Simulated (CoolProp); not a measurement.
The numbers come from the reference Helmholtz-energy equation of state, Lemmon 2006 in CoolProp. It is a short technical equation, of lower accuracy than the large ones.

Q: For C2F6 (R116), give the phase and the cv (kJ/(kg K)), conductivity (mW/(m K)) at 339.2 K and 0.0307 MPa; 294 K and 3.64 MPa; 420.3 K and 0.118 MPa.

A: 
- 339.2 K and 0.0307 MPa: gas; cv 0.772, conductivity 18.0
- 294 K and 3.64 MPa: supercritical; cv 0.794, conductivity 37.8
- 420.3 K and 0.118 MPa: gas; cv 0.873, conductivity 24.4

Thermal conductivity comes from a separate model (Huber 2003), an estimate that may be off by 10 % or more.
